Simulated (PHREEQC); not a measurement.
A made-up water analysis in mmol/kgw, 25 °C, pH 7.66, pe -0.1:

```
constituent           mmol/kgw
--------------------  --------
Na                        73.1
K                       0.0668
Ca                         4.5
Mg                        6.57
Cl                        58.5
S(6)                      16.3
Alkalinity (meq/kgw)     0.137
Br                      0.0524
Mn(2)                    0.348
Li                      0.0108
```

Cl is adjusted to close the charge balance.
Valence states are taken as typed.

Computed with PHREEQC (ion-association model, phreeqc.dat).

```
quantity                      before    after
---------------------------  -------  -------
SO4-2 (mol/kgw)               0.0118   0.0216
Mg+2 (mol/kgw)               0.00472  0.00892
MgSO4 (mol/kgw)              0.00185  0.00417
NaSO4- (mol/kgw)             0.00153  0.00441
SI of Rhodochrosite (MnCO3)    +0.42    +0.86
SI of Gypsum (CaSO4:2H2O)      -0.66    -0.30
```

Q: Name the change that produced these shifts.
A) pH from 7.66 to 7.16 at the same alkalinity
B) all concentrations times 2 at the same typed pH
C) K from 0.0668 to 0.134 mmol/kgw

A: B, all concentrations times 2 at the same typed pH

Precipitation was switched off in this run. Some of these states are supersaturated (in Rhodochrosite, for instance).
